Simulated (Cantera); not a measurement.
A Cantera script and what it prints.

```python
import numpy as np
import cantera as ct

gas_names = """
    N NO NO2 NO3 N2 N2O O O2 O3 S SN SO SO2 SO3 S2 S2O S8
""".split()
cond_names = """
    S(cr1) S(cr2) S(L)
""".split()


def load(file, names, dense=False):
    # The tables refer to 1 bar. Condensed volumes are neglected.
    table = {s.name: s for s in ct.Species.list_from_file(file)}
    out = []
    for n in names:
        d = dict(table[n].input_data)
        d["thermo"] = dict(d["thermo"], **{"reference-pressure": 1e5})
        if dense:
            d["equation-of-state"] = {"model": "constant-volume", "density": "1e6 g/cm^3"}
        out.append(ct.Species.from_dict(d))
    return out


gas = ct.Solution(thermo="ideal-gas", species=load("nasa_gas.yaml", gas_names))
cond = {s.name: ct.Solution(thermo="fixed-stoichiometry", species=[s], name=s.name)
        for s in load("nasa_condensed.yaml", cond_names, dense=True)}
atoms = {
    'N2O': {'N': 2, 'O': 1},
    'SO2': {'S': 1, 'O': 2},
    'O2': {'O': 2},
}
top_T = {}  # K; cautious upper limits of use, not melting points


def equilibrate(T, P, feed):
    n = {}
    for name, mol in feed.items():
        for a, k in atoms[name].items():
            n[a] = n.get(a, 0.0) + k * mol
    gas.TPX = T, P, n
    mass = sum(n.values()) * gas.mean_molecular_weight
    gas.equilibrate("TP")
    valid = [c for c in cond.values() if c.min_temp <= T <= top_T.get(c.name, c.max_temp)]
    mix = ct.Mixture([(gas, mass / gas.mean_molecular_weight)] + [(c, 0.0) for c in valid])
    mix.T, mix.P = T, P
    mix.equilibrate("TP", solver="vcs", rtol=1e-11, max_steps=5000)
    return mix


results = []
feed = {'N2O': 1, 'SO2': 0.06, 'O2': 0.66}  # mol
T = 2550  # K
P = 300  # Pa
mix = equilibrate(T, P, feed)
results.append((T, P, feed, dict(zip(mix.species_names, mix.species_moles))))
print(gas.report(threshold=0.001))
for i in range(1, mix.n_phases):
    print(f"{mix.phase(i).name:16s} {mix.phase_moles(i):12.5e} mol")
```

Result:

```
       temperature   2550 K
          pressure   300 Pa
           density   0.00039421 kg/m^3
  mean mol. weight   27.86 kg/kmol
   phase of matter   gas

                          1 kg             1 kmol
                     ---------------   ---------------
          enthalpy        4.2876e+06        1.1945e+08  J
   internal energy        3.5266e+06        9.8249e+07  J
           entropy             11389        3.1729e+05  J/K
    Gibbs function       -2.4754e+07       -6.8963e+08  J
 heat capacity c_p            1250.9             34849  J/K
 heat capacity c_v            952.43             26534  J/K

                      mass frac. Y      mole frac. X     chem. pot. / RT
                     ---------------   ---------------   ---------------
                NO          0.024886          0.023106           -35.512
                N2           0.39453           0.39235           -34.532
                 O           0.11585           0.20173           -18.246
                O2           0.41183           0.35857           -36.492
                SO         0.0076173         0.0044158           -42.877
               SO2          0.045002          0.019572           -61.123
     [  +11 minor]        0.00029085        0.00025335

S(L)              0.00000e+00 mol
```

Cantera equilibrium calculation (NASA polynomials, part measured and part estimated; ideal gas, pure solids and liquids).
